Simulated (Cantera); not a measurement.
A closed system holds: 1 mol SiH2Cl2, 16 mol N2, 2.1 mol H2, at 1502 °C and 2.50 mbar.

Equilibrium computed with Cantera from the NASA thermochemical tables; the gas is ideal and each condensed phase is pure. Candidate condensed phases: NH4Cl, Si, Si3N4; 28 gas species. The tables' values for SiCl, SiCl3, SiN are old estimates; treat these amounts as uncertain. Equilibrium is a limit: real reactors are often held back by kinetics, nucleation or transport.

Base state: N2 0.794, H2 0.135, HCl 0.0361, SiCl2 0.0310, H 0.00212, Si 0.000878, Cl 0.000438, SiCl 0.000435 (mole fractions); condensed: Si(l).

Task: What changes in the equilibrium state with this change: temperature from 1502 °C to 802 °C?

Result: 
| species | before | after |
|---|---|---|
| N2 | 0.794 | 0.789 |
| H2 | 0.135 | 0.109 |
| HCl | 0.0361 | 0.102 |
| SiCl2 | 0.0310 | 6.10e-6 |
| SiCl4 | 4.04e-7 | 0.000326 |
| Si | 0.000878 | <1e-9 |
| SiCl | 0.000435 | <1e-9 |
| Si2N | 3.09e-5 | <1e-9 |
| H | 0.00212 | 9.68e-8 |
| SiH | 1.98e-5 | <1e-9 |
| Si(l), mol | 0.345 | 0 |
| Si3N4(s), mol | 0 | 0.331 |
N2 is the only nitrogen source here; it is nearly inert below about 1500 K, so the nitride shown seldom forms there in practice. The tables' values for SiCl3 are old estimates; treat these amounts as uncertain.

Task: What changes in the equilibrium state with this change: SiH2Cl2 replaced by trisilylamine?

Result: 
```
species       before     after
----------  --------  --------
N2             0.794     0.713
H2             0.135     0.283
H            0.00212   0.00308
HCl           0.0361         0
SiCl2         0.0310         0
Si          0.000878  0.000878
Cl          0.000438         0
SiCl        0.000435         0
Si(l), mol     0.345      2.98
```
The feed counts by its element totals alone. The tables' values for SiN are old estimates; treat these amounts as uncertain.

Task: What changes in the equilibrium state with this change: temperature from 1502 °C to 700 °C?

Result: 
| species | before | after |
|---|---|---|
| N2 | 0.794 | 0.789 |
| H2 | 0.135 | 0.109 |
| HCl | 0.0361 | 0.101 |
| SiCl2 | 0.0310 | 2.70e-7 |
| SiCl4 | 4.04e-7 | 0.000468 |
| Si | 0.000878 | <1e-9 |
| SiCl | 0.000435 | <1e-9 |
| H | 0.00212 | 7.17e-9 |
| Cl | 0.000438 | 6.26e-9 |
| Si(l), mol | 0.345 | 0 |
| Si3N4(s), mol | 0 | 0.330 |
N2 is the only nitrogen source here; it is nearly inert below about 1500 K, so the nitride shown seldom forms there in practice.
